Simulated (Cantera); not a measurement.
Input: 1 mol HCl, 0.068 mol O₂, 1.5 mol H₂, at 75.0 Torr.

Method: chemical equilibrium by Gibbs-energy minimisation in Cantera with the NASA 1993 tables (ideal gas, pure condensed phases). Candidate condensed phases: H₂O; 14 gas species. Kinetics and transport are ignored. All values below are at 1177 °C.

Base state: H₂ 0.546, HCl 0.400, H₂O 0.0544, H 2.21e-5, Cl 1.32e-5 (mole fractions); condensed: gas only.

What changes in the equilibrium state with this change: O₂ from 0.068 to 0.79 mol?


```
species   before     after
-------  -------  --------
H₂O       0.0544     0.592
HCl        0.400     0.390
O₂         <1e-9    0.0149
H₂         0.546   1.45e-5
Cl₂      1.02e-8  0.000366
OH       5.28e-8  0.000111
```
